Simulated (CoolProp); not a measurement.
Values from CoolProp's reference Helmholtz-energy equation of state, Thol 2015.

For octamethylcyclotetrasiloxane (D4), give the phase and the cv (kJ/(kg K)), isothermal compressibility (1/MPa), expansivity (1/kK) at 346.1 K and 1.94 MPa.


- 346.1 K and 1.94 MPa: liquid; cv 1.47, isothermal compressibility 0.00220, expansivity 1.27
